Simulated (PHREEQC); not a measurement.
A PHREEQC speciation (ion-association model, phreeqc.dat) at 25 °C gives pH 1.04 and these molalities:

```
species     mol/kgw
----------  -------
H+            0.111
HSO4-        0.0733
SO4-2        0.0188
Zn+2        5.94e-5
ZnSO4       2.99e-5
Mg+2        2.38e-5
MgSO4       1.32e-5
Zn(SO4)2-2  4.64e-6
```

Task: What are the element totals, and what could have been dissolved in 1 kg of water to give them?

Result: Several could match; the one computed here: totals Mg 3.70e-5, S(6) 0.0921, Zn 9.40e-5 mol/kgw, from 0.092 mol/kgw H2SO4, 9.4e-05 mol/kgw ZnSO4 and 3.7e-05 mol/kgw MgSO4.

Precipitation was switched off in this run. Species that the database lacks are ignored.
